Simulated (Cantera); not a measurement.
Input: 1 mol PbO, 1.1 mol CH4, 5.2 mol N2, equilibrated at 1750 K and 10.0 mbar.

These are equilibrium values from Cantera (NASA tables, ideal gas, pure condensed phases), not measurements of a reactor. Candidate condensed phases: C, C6H6, C7H8, C8H18, H2O, Pb, PbO, PbO2, Pb3O4; 139 gas species. Kinetics and transport are ignored.

Task: What is the equilibrium state?

Result: 
| Property | Value |
|---|---|
| x(N2) | 0.552 |
| x(H2) | 0.232 |
| x(CO) | 0.106 |
| x(Pb) | 0.106 |
| x(HCN) | 0.00171 |
| x(H) | 0.00112 |
| x(HNC) | 5.79e-5 |
| x(C2H2 (acetylene)) | 2.67e-5 |
| n(C(graphite)) | 0.0829 mol |
| gas amount | 9.405 mol |
| log10 activity of Pb(l) (absent) | -2.26 |
